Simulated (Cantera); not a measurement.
An isothermal, constant-pressure homogeneous reactor starts with NH₃ : H₂ = 1 : 0.52 (molar parts), at 1525 K and 2670 Pa. Integrator tolerance rtol = 1e-08.

Cantera simulation using the gas-phase N/H chemistry of the illustrative SiF4/NH3 mechanism in the Surface Chemkin manual (1991); the numbers are that mechanism's predictions, not measurements. Walls and surfaces, which speed up NH3 decomposition in real reactors, are not modelled.

Question: What does this change do: H2 0.52 to 0.98 parts?

Answer: 
| quantity | before | after |
|---|---|---|
| x(NH₃) at 80.0 s | 0.499 (gas-phase equilibrium 4.83e-7) | 0.401 (gas-phase equilibrium 4.70e-7) |
| x(H₂) at 80.0 s | 0.453 (gas-phase equilibrium 0.801) | 0.565 (gas-phase equilibrium 0.832) |
| x(N) at 80.0 s | 9.17e-9 (gas-phase equilibrium <1e-12) | 8.88e-9 (gas-phase equilibrium <1e-12) |
| x(N₂) at 80.0 s | 0.0480 (gas-phase equilibrium 0.198) | 0.0347 (gas-phase equilibrium 0.168) |
| x(H) at 80.0 s | 2.33e-5 (gas-phase equilibrium 0.000131) | 3.06e-5 (gas-phase equilibrium 0.000133) |
| x(NH) at 80.0 s | 2.60e-7 (gas-phase equilibrium 2.60e-12) | 2.35e-7 (gas-phase equilibrium 2.44e-12) |
| x(N₂H₄) at 80.0 s | 6.86e-9 (gas-phase equilibrium <1e-12) | 4.92e-9 (gas-phase equilibrium <1e-12) |
